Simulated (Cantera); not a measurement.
A closed system holds: 1 mol CaO, 0.77 mol Cl₂, 3.9 mol N₂, held at 1098.15 K.

Method: chemical equilibrium by Gibbs-energy minimisation in Cantera with the NASA 1993 tables (ideal gas, pure condensed phases). Candidate condensed phases: Ca, CaCl₂, CaO; 17 gas species. Mutual solubility and eutectic melting of coexisting phases are not modelled. Condensed phases not in the tables: oxide chlorides. Equilibrium is a limit: real reactors are often held back by kinetics, nucleation or transport.

Q: At 0.00720 bar, list the 6 most abundant gas species with their mole fractions, and the condensed phases.

A: N₂ 0.910, O₂ 0.0898, Cl 8.73e-5, CaCl₂ 7.32e-5, NO 5.87e-5, Cl₂ 2.50e-5. Condensed: CaCl₂(l) + CaO(s).
